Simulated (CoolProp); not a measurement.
A Linde-Hampson liquefier for CF4 (R14): isothermal reversible compression at 300 K from 1 atm to 20 MPa, throttling to 1 atm, return gas leaving the recuperator 10 K below the feed. Each further row changes one setting.

The numbers come from the reference Helmholtz-energy equation of state, Platzer 1990 in CoolProp. This equation is an older, rougher fit; its heat capacities, sound speeds and derivatives of the liquid may be far off and weren't checked against measurements.

```
case                        liquid yield per pass  compression work (kJ/kg of gas)
--------------------------  ---------------------  -------------------------------
as stated                                   0.251                              135
high pressure 40 MPa                            …                              154
warm-end temperature 330 K                      …                              154
warm-end gap 15 K                               …                              135
```

Problem. What belongs in the gaps?

Solution. 
- high pressure 40 MPa, liquid yield per pass: 0.272
- warm-end temperature 330 K, liquid yield per pass: 0.182
- warm-end gap 15 K, liquid yield per pass: 0.239
